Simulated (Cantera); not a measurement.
## Adiabatic ignition

An adiabatic, constant-pressure homogeneous reactor starts with 4.41 % CH4, 0.181 % C2H6, 20.1 % O2, 75.3 % N2, equivalence ratio 0.47, at 1373 K and 5.00 bar.

Detailed kinetics in Cantera: GRI-Mech 3.0 (53 species, 325 reactions).

| t (s) | T (K) | x CH4 | x C2H6 | x O2 | x HCO | x CO2 |
|---|---|---|---|---|---|---|
| 7.00e-6 | 1373 | 0.0441 | 0.00180 | 0.201 | <1e-12 | 2.13e-11 |
| 2.14e-5 | 1373 | 0.0440 | 0.00180 | 0.201 | 8.61e-12 | 7.02e-10 |
| 6.54e-5 | 1373 | 0.0440 | 0.00179 | 0.201 | 2.14e-10 | 3.21e-8 |
| 0.000200 | 1376 | 0.0434 | 0.00177 | 0.200 | 8.31e-9 | 1.48e-6 |
| 0.000612 | 2330 | <1e-12 | <1e-12 | 0.105 | 7.63e-11 | 0.0466 |
| 0.00187 | 2329 | <1e-12 | <1e-12 | 0.105 | 7.45e-11 | 0.0466 |
| 0.00572 | 2327 | <1e-12 | <1e-12 | 0.104 | 7.26e-11 | 0.0466 |
| 0.0175 | 2321 | <1e-12 | <1e-12 | 0.103 | 6.82e-11 | 0.0467 |
| 0.0535 | 2312 | <1e-12 | <1e-12 | 0.101 | 6.22e-11 | 0.0467 |
| 0.164 | 2309 | <1e-12 | <1e-12 | 0.0999 | 6.01e-11 | 0.0467 |
| 0.500 | 2308 | <1e-12 | <1e-12 | 0.0999 | 6.00e-11 | 0.0467 |
x: mole fraction; the columns are a selection and need not sum to one.

| Property | Result |
|---|---|
| time of steepest temperature rise | 0.448 ms |
| temperature at 0.500 s | 2308 K |
| equilibrium temperature | 2308 K |
| x(CH4) at 0.500 s | <1e-12 (gas-phase equilibrium <1e-12) |
| x(C2H6) at 0.500 s | <1e-12 (gas-phase equilibrium <1e-12) |
| x(O2) at 0.500 s | 0.0999 (gas-phase equilibrium 0.0999) |
